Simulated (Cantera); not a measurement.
Input: 1 mol CsCl, 1.2 mol O₂, 2.7 mol H₂, 0.04 mol HCl, held at 0.133 bar.

These are equilibrium values from Cantera (NASA tables, ideal gas, pure condensed phases), not measurements of a reactor. Candidate condensed phases: Cs, CsCl, CsOH, H₂O; 22 gas species. Rates play no part.

x: gas mole fraction; n: condensed amount in mol.

```tsv
T (K)	x H₂O	x CsCl	x H₂	x Cs₂Cl₂	x HCl	x CsOH	x OH	n CsCl(s)	n CsCl(l)
873	0.876	0.000250	0.109	0.000126	0.0146	2.53e-10	<1e-12	0.999	0
1023	0.865	___	0.108	___	0.0144	___	___	0	___
1173	0.756	0.0966	0.0945	0.0405	0.0126	1.18e-5	5.47e-9	0	0.436
1323	0.659	0.219	0.0824	0.0279	0.0111	0.000132	1.44e-7	0	0
1473	0.646	0.254	0.0808	0.00763	0.0113	0.000529	2.05e-6	0	0
1623	0.642	0.262	0.0803	0.00224	0.0123	0.00143	1.79e-5	0	0
1773	0.639	0.263	0.0800	0.000775	0.0141	0.00300	0.000109	0	0
1923	0.635	0.260	0.0796	0.000311	0.0169	0.00520	0.000500	0	0
2073	0.630	0.256	0.0791	___	___	___	___	0	0
2223	0.618	0.249	0.0798	6.91e-5	0.0250	0.0108	0.00554	0	0
```

Q: Fill in the missing entries.

A: 
- 1023, x CsCl: 0.00836
- 1023, x Cs₂Cl₂: 0.00414
- 1023, x CsOH: 1.31e-7
- 1023, x OH: 7.85e-11
- 1023, n CsCl(l): 0.954
- 2073, x Cs₂Cl₂: 0.000140
- 2073, x HCl: 0.0206
- 2073, x CsOH: 0.00788
- 2073, x OH: 0.00183
